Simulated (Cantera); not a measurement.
Cantera run, input and output.

```python
import numpy as np
import cantera as ct

gas = ct.Solution("gri30.yaml")
gas.TPX = 423, 100000, {'C3H8': 1, 'O2': 6.67, 'N2': 25.1, 'H2O': 4.9}
flame = ct.FreeFlame(gas, width=0.04)
flame.set_refine_criteria(ratio=3, slope=0.08, curve=0.16)
flame.transport_model = "mixture-averaged"
flame.solve(loglevel=0, auto=True)
z, T = flame.grid, flame.T
thick = (T[-1] - T[0]) / np.gradient(T, z).max()
show = ['C3H8', 'O2', 'H2O', 'CO2', 'OH', 'NO2']
print(f"laminar burning velocity  {flame.velocity[0] * 100:.3f} cm/s")
print(f"burnt temperature         {T[-1]:.1f} K")
print(f"thermal thickness         {thick * 1e3:.4f} mm")
print(f"grid points               {len(z)}")
z0 = z[flame.heat_release_rate.argmax()]
print(f"{'z/mm':>9s}{'T/K':>9s}{'u/(m/s)':>9s}" + "".join(f"{s:>11s}" for s in show))
rows = []
for k in (-3, -2, -1.5, -1, -0.5, -0.25, 0, 0.25, 0.5, 1, 2, 4, 8):
    zz = z0 + k * thick
    rows.append([k * thick, np.interp(zz, z, T), np.interp(zz, z, flame.velocity),
                 *(np.interp(zz, z, flame.X[gas.species_index(s)]) for s in show)])
    print(f"{rows[-1][0] * 1e3:9.3f}{rows[-1][1]:9.1f}{rows[-1][2]:9.3f}" + "".join(f"{x:11.3e}" for x in rows[-1][3:]))
```

It prints:

```
laminar burning velocity  36.154 cm/s
burnt temperature         1856.2 K
thermal thickness         0.5581 mm
grid points               134
     z/mm      T/K  u/(m/s)       C3H8         O2        H2O        CO2         OH        NO2
   -1.674    423.3    0.362  2.653e-02  1.769e-01  1.301e-01  8.555e-07  7.116e-14  6.817e-11
   -1.116    426.2    0.365  2.651e-02  1.765e-01  1.304e-01  1.622e-05  2.507e-11  1.092e-09
   -0.837    435.9    0.374  2.645e-02  1.756e-01  1.315e-01  8.671e-05  7.021e-10  5.129e-09
   -0.558    492.8    0.424  2.605e-02  1.704e-01  1.372e-01  7.113e-04  4.215e-08  3.203e-08
   -0.279    796.0    0.696  2.013e-02  1.424e-01  1.620e-01  6.622e-03  4.881e-06  9.842e-08
   -0.140   1112.6    0.988  9.019e-03  1.112e-01  1.854e-01  1.615e-02  7.151e-05  3.711e-08
    0.000   1437.1    1.290  4.032e-04  7.612e-02  2.084e-01  3.210e-02  1.168e-03  4.843e-09
    0.140   1586.5    1.419  3.426e-07  5.792e-02  2.173e-01  4.882e-02  3.451e-03  1.326e-09
    0.279   1653.0    1.471  9.569e-11  5.137e-02  2.194e-01  5.984e-02  4.456e-03  1.359e-09
    0.558   1728.7    1.529  3.589e-16  4.651e-02  2.220e-01  6.942e-02  4.625e-03  1.747e-09
    1.116   1794.1    1.581  2.455e-25  4.355e-02  2.259e-01  7.431e-02  3.809e-03  2.578e-09
    2.232   1833.0    1.612  7.027e-35  4.222e-02  2.290e-01  7.642e-02  2.549e-03  3.890e-09
    4.465   1849.8    1.625  1.975e-44  4.182e-02  2.305e-01  7.733e-02  1.556e-03  4.751e-09
```

Model: GRI-Mech 3.0 (53 species, 325 reactions), integrated in Cantera. GRI-Mech 3.0 was tuned for natural gas; its chemistry of propane as a main component is partial and can be far from experiment. Burning velocities carry a grid error of a few per cent, more on coarse grids.
